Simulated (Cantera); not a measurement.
A freely propagating, adiabatic, planar premixed flame of H2 : O2 : N2 = 1 : 0.192 : 0.788 (molar parts), equivalence ratio 2.6, unburnt at 550 K and 1.10 bar; mixture-averaged transport, grid criteria slope 0.08 and curve 0.16, no radiation.

Model: the H2/O2 subset of GRI-Mech 3.0, which has no nitrogen chemistry, integrated in Cantera. Burning velocities carry a grid error of a few per cent, more on coarse grids.

Task: What does this change do: inlet temperature 550 to 650 K?

Result: 
```tsv
quantity	before	after
laminar burning velocity	674 cm/s	924 cm/s
thermal thickness	0.406 mm	0.439 mm
peak x(HO2)	0.000273	0.000207
peak x(H2O2)	1.22e-5	4.85e-6
peak x(H)	0.0710	0.0806
peak x(OH)	0.00180	0.00224
```

Task: What does this change do: inlet temperature 550 to 325 K?

Result: 
```json
[
 {"quantity": "laminar burning velocity", "before": "674 cm/s", "after": "269 cm/s"},
 {"quantity": "thermal thickness", "before": "0.406 mm", "after": "0.327 mm"},
 {"quantity": "peak x(HO2)", "before": "0.000273", "after": "0.000417"},
 {"quantity": "peak x(H2O2)", "before": "1.22e-5", "after": "7.53e-5"},
 {"quantity": "peak x(H)", "before": "0.0710", "after": "0.0505"},
 {"quantity": "peak x(OH)", "before": "0.00180", "after": "0.00112"}
]
```

Task: What does this change do: inlet temperature 550 to 425 K?

Result: 
| quantity | before | after |
|---|---|---|
| laminar burning velocity | 674 cm/s | 424 cm/s |
| thermal thickness | 0.406 mm | 0.367 mm |
| peak x(HO2) | 0.000273 | 0.000363 |
| peak x(H2O2) | 1.22e-5 | 3.70e-5 |
| peak x(H) | 0.0710 | 0.0595 |
| peak x(OH) | 0.00180 | 0.00140 |
